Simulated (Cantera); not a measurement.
## Transport properties of process gases

Gas mixture: H2O : CO2 : CO : CH3OH = 0.3 : 0.99 : 0.5 : 0.95 (molar parts), at 7500 Torr, frozen composition.

Cantera's kinetic-theory transport with the Lennard-Jones parameters of GRI-Mech 3.0, ideal gas; thermal conductivity in the mixture-averaged form. Polar gases are described roughly by these parameters. The composition is frozen, though it would react at the higher temperatures.

| T (K) | ρ (kg/m³) | cp (J/kg/K) | μ (µPa s) | λ (mW/m/K) | Pr | D (cm²/s) O | D (cm²/s) NH3 | D (cm²/s) CO2 |
|---|---|---|---|---|---|---|---|---|
| 400 | 10.3 | 1227 | 17.1 | 28.6 | 0.733 | 0.0463 | 0.0298 | 0.0223 |
| 650 | 6.31 | 1518 | 26.3 | 53.2 | 0.751 | 0.109 | 0.0764 | 0.0554 |
| 900 | 4.56 | 1725 | 34.3 | 77.9 | 0.759 | 0.190 | 0.140 | 0.0995 |
| 1150 | 3.57 | 1883 | 41.4 | 102 | 0.767 | 0.287 | 0.217 | 0.153 |
| 1400 | 2.93 | 1995 | 47.9 | 124 | 0.771 | 0.399 | 0.308 | 0.215 |
| 1650 | 2.49 | 2078 | 53.8 | 145 | 0.772 | 0.525 | 0.410 | 0.284 |
| 1900 | 2.16 | 2138 | 59.4 | 165 | 0.771 | 0.664 | 0.522 | 0.361 |
| 2150 | 1.91 | 2184 | 64.6 | 183 | 0.771 | 0.815 | 0.645 | 0.444 |
| 2400 | 1.71 | 2218 | 69.7 | 201 | 0.770 | 0.978 | 0.777 | 0.535 |
D: mixture-averaged diffusion coefficient of that species in the mixture.
